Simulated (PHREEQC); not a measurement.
## Phosphoric acid bath: speciation

Consider water at 25 °C with 0.12 mol NaH2PO4, 0.27 mol HF and 1.8e-05 mol H4SiO4 per kg of water. Closed to the air; pH follows from the charge balance.

Model: ion-association model, phreeqc.dat, run in PHREEQC.

No solid was allowed to form.

### Question
What pH does the model give?

### Answer
pH 2.23.

### Question
In which forms is P present?

### Answer
H2PO4- 61 %, H3PO4 39 % of the P.

SiF6-2 is the database's only silicon fluoride.
